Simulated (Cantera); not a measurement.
Charge: 1 mol BN, a varied amount of F2, 21 mol H2, equilibrated at 1330 Pa.

Cantera equilibrium calculation (NASA polynomials, part measured and part estimated; ideal gas, pure solids and liquids). Candidate condensed phases: B, BN; 31 gas species. The tables' values for BF2 are old estimates. Kinetics and transport are ignored.

Stable condensed phases, one row left out:

```
T in K \ n(F2) in mol
         1.2 1.5 1.9 2.3 2.9 3.5 4.4 5.4 6.6 8.1  10  12  15
   1823    A   A   A   A   A   A   A   A   A   A   A   A   A
   1748    B   A   A   A   A   A   A   A   A   A   A   A   A
   1598    B   B   A   A   A   A   A   A   A   A   A   A   A
   1523    B   B   A   A   A   A   A   A   A   A   A   A   A
   1448    B   B   A   A   A   A   A   A   A   A   A   A   A
   1373    B   B   A   A   A   A   A   A   A   A   A   A   A
   1298    B   B   A   A   A   A   A   A   A   A   A   A   A
   1223    B   B   A   A   A   A   A   A   A   A   A   A   A
```

A: gas only; B: BN.

### Question
Give the row for 1673 K.

### Answer
1.2: BN; 1.5: BN; 1.9: gas only; 2.3: gas only; 2.9: gas only; 3.5: gas only; 4.4: gas only; 5.4: gas only; 6.6: gas only; 8.1: gas only; 10: gas only; 12: gas only; 15: gas only.
